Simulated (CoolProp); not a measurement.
20 sccm (0 °C, 1 atm) of nitrogen bubbles through liquid hexamethyldisiloxane (MM) at 282.1 K and leaves saturated at a total pressure of 0.0178 MPa (ideal gas phase). Each further row changes one setting.

Computed with CoolProp (reference Helmholtz-energy equation of state, Thol 2016).

```
case                       vapour pressure (kPa)  mole fraction of vapour  delivery (mg/min)  delivery (sccm)  change of delivery for a bath 1 K warmer (%)
-------------------------  ---------------------  -----------------------  -----------------  ---------------  --------------------------------------------
as stated                                   2.33                    0.131               21.8       (withheld)                                           6.9
bath temperature 287.1 K                    3.10                    0.174               30.5       (withheld)                                    (withheld)
total pressure 0.0356 MPa                   2.33                   0.0655         (withheld)       (withheld)                                           6.4
```

Fill in the missing entries.


- as stated, delivery (sccm): 3.01
- bath temperature 287.1 K, delivery (sccm): 4.22
- bath temperature 287.1 K, change of delivery for a bath 1 K warmer (%): 7.0
- total pressure 0.0356 MPa, delivery (mg/min): 10.2
- total pressure 0.0356 MPa, delivery (sccm): 1.40
